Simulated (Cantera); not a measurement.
Mixture: CH₄ : H₂ : O₂ : N₂ = 1 : 0.16 : 1.22 : 4.6 (molar parts), at 0.780 bar, adiabatic and at constant volume. Ignition delay is the time to a rise of 400 K.

Computed with Cantera and GRI-Mech 3.0 (53 species, 325 reactions).

**Question.** What does this change do: H2 0.16 to 0.059 parts?

**Answer.** 
| quantity | before | after |
|---|---|---|
| delay at 1100 K | 49.9 ms | 0.134 s |
| delay at 1200 K | 16.4 ms | 37.0 ms |
| delay at 1300 K | 5.55 ms | 10.7 ms |
| delay at 1400 K | 2.02 ms | 3.40 ms |
| delay at 1500 K | 0.815 ms | 1.22 ms |
| apparent activation energy between 1450 and 1550 K | 160 kJ/mol | 180 kJ/mol |

**Question.** What does this change do: pressure from 0.780 bar to 1.00 bar?

**Answer.** 
```tsv
quantity	before	after
delay at 1100 K	49.9 ms	39.0 ms
delay at 1200 K	16.4 ms	13.4 ms
delay at 1300 K	5.55 ms	4.62 ms
delay at 1400 K	2.02 ms	1.69 ms
delay at 1500 K	0.815 ms	0.678 ms
apparent activation energy between 1450 and 1550 K	160 kJ/mol	160 kJ/mol
```
